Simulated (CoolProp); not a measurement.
Model: reference Helmholtz-energy equation of state, Thol 2019, in CoolProp.

**Question.** For n-hexane, give the phase and the Z, conductivity (mW/(m K)) at 361.1 K and 18700 kPa.

**Answer.** 
- 361.1 K and 18700 kPa: liquid; Z 0.862, conductivity 113

Thermal conductivity comes from a separate model (Assael 2013).
